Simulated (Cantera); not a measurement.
A perfectly stirred reactor is fed with H2 : O2 : N2 = 1.7 : 1 : 0.5 (molar parts), at 0.133 bar; it is held at 950 K, and followed from long to short residence time.

Model: the H2/O2 subset of GRI-Mech 3.0, which has no nitrogen chemistry, integrated in Cantera. Radical loss at walls, strong at low pressure, is not modelled. The temperature is held fixed by assumption; the heat of reaction is taken as removed at once.

x: mole fraction; the columns are a selection and need not sum to one.

```tsv
τ (s)	x H2	x O2	x HO2	x OH	x H2O2
0.31	0.0278	0.0768	5.45e-5	4.62e-5	(withheld)
0.16	0.0331	0.0793	5.69e-5	7.43e-5	(withheld)
0.085	0.0401	0.0826	5.97e-5	0.000113	(withheld)
0.044	0.0501	0.0873	6.32e-5	0.000170	(withheld)
0.023	0.0632	0.0934	6.71e-5	0.000248	(withheld)
0.012	0.0803	0.101	7.15e-5	0.000357	2.23e-6
0.0064	0.101	0.111	7.60e-5	0.000501	2.16e-6
0.0034	0.127	0.124	8.06e-5	0.000694	2.18e-6
0.0018	0.159	0.139	8.47e-5	0.000947	2.23e-6
```

Task: Some entries are withheld; supply them.

Result: 
- 0.31, x H2O2: 8.23e-6
- 0.16, x H2O2: 5.39e-6
- 0.085, x H2O2: 3.84e-6
- 0.044, x H2O2: 2.92e-6
- 0.023, x H2O2: 2.45e-6
